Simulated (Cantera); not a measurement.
## Equilibrium for hydrogen reduction and annealing atmospheres: ZrO2 + H2 + H2O

Charge: 1 mol ZrO2, 6.8 mol H2, 0.051 mol H2O, held at 7.50 Torr.

Cantera equilibrium calculation (NASA polynomials, part measured and part estimated; ideal gas, pure solids and liquids). Candidate condensed phases: H2O, Zr, ZrO2; 12 gas species. Kinetics and transport are ignored.

From 1275 K to 1425 K the condensed part is ZrO2(monoclinic). From 1500 K to 2175 K the condensed part is ZrO2(tetragonal).

```
T (K)   x H2       x H    x H2O      x OH       x O  n ZrO2(monoclinic)  n ZrO2(tetragonal)
-----  -----  --------  -------  --------  --------  ------------------  ------------------
1275   0.993   7.34e-6  0.00744  6.41e-10    <1e-12                1.00                   0
1350   0.993   2.37e-5  0.00744   2.89e-9    <1e-12                1.00                   0
1425   0.992   6.80e-5  0.00744   1.11e-8    <1e-12                1.00                   0
1500   0.992  0.000175  0.00744   3.76e-8  5.75e-12                   0                1.00
1575   0.992  0.000414  0.00744   1.13e-7  3.95e-11                   0                1.00
1650   0.992  0.000905  0.00744   3.07e-7  2.28e-10                   0                1.00
1725   0.991   0.00185  0.00744   7.64e-7   1.13e-9                   0                1.00
1800   0.989   0.00356  0.00743   1.77e-6   4.92e-9                   0                1.00
1875   0.986   0.00651  0.00742   3.82e-6   1.91e-8                   0                1.00
1950   0.981    0.0114  0.00739   7.77e-6   6.66e-8                   0                1.00
2025   0.974    0.0190  0.00736   1.50e-5   2.13e-7                   0                1.00
2100   0.962    0.0306  0.00730   2.76e-5   6.25e-7                   0                1.00
2175   0.945    0.0475  0.00722   4.87e-5   1.71e-6                   0               1.000
```
x: gas mole fraction; n: condensed amount in mol.
